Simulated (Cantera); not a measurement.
## Equilibrium for iron carbonyl, mercury and lead vapours: Pb + CO + H₂

Feed: 1 mol Pb, 4.6 mol CO, 13 mol H₂, at 1.33 mbar.

Method: chemical equilibrium by Gibbs-energy minimisation in Cantera with the NASA 1993 tables (ideal gas, pure condensed phases). Candidate condensed phases: C, C₆H₆, C₇H₈, C₈H₁₈, H₂O, Pb, PbO, PbO₂, Pb₃O₄; 113 gas species. The numbers say what is thermodynamically allowed, not how fast it happens.

At 727 °C the condensed part is C(graphite) + Pb(l). At 777 °C the condensed part is Pb(l). From 827 °C to 1127 °C nothing is condensed. The main Pb-bearing gas is Pb throughout.

| T (°C) | x H₂ | x CO | x Pb | x H | x H₂O | x CH₄ | n C(graphite) | n Pb(l) |
|---|---|---|---|---|---|---|---|---|
| 727 | 0.730 | 0.258 | 0.0121 | 5.31e-8 | 9.92e-5 | 6.78e-5 | 0.00146 | 0.784 |
| 777 | 0.713 | 0.252 | 0.0349 | 1.88e-7 | 4.35e-5 | 3.88e-5 | 0 | 0.364 |
| 827 | 0.699 | 0.247 | 0.0538 | 5.92e-7 | 2.06e-5 | 2.34e-5 | 0 | 0 |
| 877 | 0.699 | 0.247 | 0.0538 | 1.71e-6 | 1.13e-5 | 1.46e-5 | 0 | 0 |
| 927 | 0.699 | 0.247 | 0.0538 | 4.52e-6 | 7.04e-6 | 8.74e-6 | 0 | 0 |
| 977 | 0.699 | 0.247 | 0.0538 | 1.11e-5 | 4.59e-6 | 5.42e-6 | 0 | 0 |
| 1027 | 0.699 | 0.247 | 0.0538 | 2.53e-5 | 3.15e-6 | 3.42e-6 | 0 | 0 |
| 1077 | 0.699 | 0.247 | 0.0538 | 5.46e-5 | 2.31e-6 | 2.15e-6 | 0 | 0 |
| 1127 | 0.699 | 0.247 | 0.0538 | 0.000111 | 1.82e-6 | 1.33e-6 | 0 | 0 |
x: gas mole fraction; n: condensed amount in mol.
